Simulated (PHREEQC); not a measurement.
# Alkaline etch or developer: speciation

Consider water at 25 °C with 15 mmol/kgw NH3, 0.042 mmol/kgw Na2SiO3 and 0.39 mmol/kgw K2CO3. Closed to the air; pH follows from the charge balance.

The numbers come from PHREEQC with the ion-association model, phreeqc.dat.

Precipitation was switched off in this run.

Question: What pH does the model give?

Answer: pH 10.76.

Question: In which forms is Si present?

Answer: H3SiO4- 89 %, H4SiO4 10 % of the Si.
